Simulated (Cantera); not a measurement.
NO annealing gas

An isothermal, constant-pressure homogeneous reactor starts with NO : N₂ = 1 : 14 (molar parts), at 1598 K and 1.00 bar.

Cantera simulation using GRI-Mech 3.0 (53 species, 325 reactions); the numbers are that mechanism's predictions, not measurements.

```csv
t (s),x NO,x O,x N₂,x NO₂,x N₂O,x O₂
4.00e-5,0.0667,4.25e-9,0.933,1.11e-9,5.35e-9,<1e-12
0.000105,0.0667,8.03e-9,0.933,6.10e-9,1.40e-8,4.58e-12
0.000276,0.0667,1.12e-8,0.933,2.62e-8,3.66e-8,2.08e-11
0.000726,0.0667,1.34e-8,0.933,8.66e-8,9.44e-8,8.08e-11
0.00191,0.0667,1.84e-8,0.933,2.56e-7,2.37e-7,3.53e-10
0.00502,0.0667,3.26e-8,0.933,7.57e-7,5.51e-7,2.38e-9
0.0132,0.0667,7.39e-8,0.933,2.33e-6,1.08e-6,2.86e-8
0.0346,0.0667,1.79e-7,0.933,6.66e-6,1.54e-6,4.77e-7
0.0910,0.0666,3.05e-7,0.933,1.21e-5,1.63e-6,5.33e-6
0.239,0.0666,3.32e-7,0.933,1.32e-5,1.63e-6,2.50e-5
0.629,0.0665,3.48e-7,0.933,1.38e-5,1.63e-6,7.77e-5
1.65,0.0662,3.86e-7,0.934,1.54e-5,1.62e-6,0.000216
4.34,0.0655,4.71e-7,0.934,1.86e-5,1.58e-6,0.000575
11.4,0.0636,6.38e-7,0.935,2.47e-5,1.50e-6,0.00149
30.0,0.0592,9.24e-7,0.937,3.34e-5,1.30e-6,0.00371
```
x: mole fraction; the columns are a selection and need not sum to one.

Equilibrium at this temperature and pressure: NO 0.000845, O 2.58e-6, N₂ 0.966, NO₂ 1.35e-6, N₂O 5.59e-8, O₂ 0.0329 (gas phase only).
